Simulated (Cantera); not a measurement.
An isothermal, constant-pressure homogeneous reactor starts with NH3 : N2 = 1 : 1.1 (molar parts), at 1450 K and 0.0109 atm.

Detailed kinetics in Cantera: the gas-phase N/H chemistry of the illustrative SiF4/NH3 mechanism in the Surface Chemkin manual (1991). Walls and surfaces, which speed up NH3 decomposition in real reactors, are not modelled.

x: mole fraction; the columns are a selection and need not sum to one.

```json
[
 {"t (s)": "0.000200", "x NH3": "0.476", "x N": "<1e-12", "x N2": "0.524", "x H2": "2.23e-9", "x N2H2": "<1e-12", "x H": "4.61e-10", "x NH2": "[?]"},
 {"t (s)": "0.000829", "x NH3": "0.476", "x N": "<1e-12", "x N2": "0.524", "x H2": "1.07e-8", "x N2H2": "<1e-12", "x H": "4.62e-10", "x NH2": "[?]"},
 {"t (s)": "0.00344", "x NH3": "0.476", "x N": "<1e-12", "x N2": "0.524", "x H2": "4.58e-8", "x N2H2": "<1e-12", "x H": "4.62e-10", "x NH2": "[?]"},
 {"t (s)": "0.0143", "x NH3": "0.476", "x N": "<1e-12", "x N2": "0.524", "x H2": "1.91e-7", "x N2H2": "1.83e-11", "x H": "4.62e-10", "x NH2": "[?]"},
 {"t (s)": "0.0591", "x NH3": "0.476", "x N": "<1e-12", "x N2": "0.524", "x H2": "8.01e-7", "x N2H2": "5.09e-10", "x H": "4.71e-10", "x NH2": "[?]"},
 {"t (s)": "0.245", "x NH3": "0.476", "x N": "<1e-12", "x N2": "0.524", "x H2": "3.81e-6", "x N2H2": "1.02e-8", "x H": "6.40e-10", "x NH2": "[?]"},
 {"t (s)": "1.02", "x NH3": "0.476", "x N": "9.50e-12", "x N2": "0.524", "x H2": "5.23e-5", "x N2H2": "1.72e-7", "x H": "4.58e-9", "x NH2": "[?]"},
 {"t (s)": "4.21", "x NH3": "0.475", "x N": "1.65e-10", "x N2": "0.524", "x H2": "0.00105", "x N2H2": "5.32e-7", "x H": "5.76e-8", "x NH2": "4.63e-5"},
 {"t (s)": "17.5", "x NH3": "0.470", "x N": "8.63e-10", "x N2": "0.524", "x H2": "0.00591", "x N2H2": "5.19e-7", "x H": "2.76e-7", "x NH2": "4.48e-5"},
 {"t (s)": "72.4", "x NH3": "0.452", "x N": "2.99e-9", "x N2": "0.523", "x H2": "0.0247", "x N2H2": "4.62e-7", "x H": "1.07e-6", "x NH2": "[?]"},
 {"t (s)": "300", "x NH3": "0.391", "x N": "5.13e-9", "x N2": "0.522", "x H2": "0.0864", "x N2H2": "3.24e-7", "x H": "3.62e-6", "x NH2": "[?]"}
]
```

Problem. What belongs in the gaps?

Solution. 
- 0.000200, x NH2: 4.92e-9
- 0.000829, x NH2: 2.18e-8
- 0.00344, x NH2: 9.20e-8
- 0.0143, x NH2: 3.83e-7
- 0.0591, x NH2: 1.59e-6
- 0.245, x NH2: 6.57e-6
- 1.02, x NH2: 2.63e-5
- 72.4, x NH2: 4.12e-5
- 300, x NH2: 3.46e-5
